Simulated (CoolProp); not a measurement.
Saturated liquid density (kg/m³) of chlorine: the reference equation beside estimates from Tc = 416.9 K, pc = 7.642 MPa, ω = 0.070.

Values from CoolProp's reference Helmholtz-energy equation of state, Thol 2021.

| T (K) | reference | van der Waals | Soave-Redlich-Kwong | Peng-Robinson |
|---|---|---|---|---|
| 245.2 | 1547 | 971.4 | 1428 | 1612 |
| 250.4 | 1533 | 963.3 | 1415 | 1598 |
| 255.5 | 1518 | 955.2 | 1402 | 1584 |
| 260.7 | 1504 | ? | 1388 | 1569 |
| 265.9 | 1489 | 938.1 | 1374 | 1553 |
| 271 | 1474 | 929.5 | 1360 | 1538 |
| 276.2 | ? | 920.5 | 1345 | 1521 |
| 281.3 | 1444 | 911.5 | 1330 | 1505 |
| 286.5 | 1428 | 902.2 | 1314 | ? |
| 291.6 | 1413 | 892.8 | 1298 | 1470 |
| 296.8 | 1397 | 883.0 | 1281 | 1451 |
| 301.9 | 1381 | 873.1 | 1264 | 1432 |
| 307.1 | 1364 | 862.8 | 1247 | 1413 |
| 312.2 | 1348 | ? | 1229 | 1393 |
| 317.4 | 1331 | 841.5 | 1210 | 1371 |

Q: What belongs in the gaps?

A: 
- 260.7, van der Waals: 946.7
- 276.2, reference: 1459
- 286.5, Peng-Robinson: 1487
- 312.2, van der Waals: 852.4

Absolute difference from the reference over all 15 rows, mean and median: van der Waals 36.9 and 36.9 %, Soave-Redlich-Kwong 8.1 and 7.9 %, Peng-Robinson 4.0 and 4.2 %.
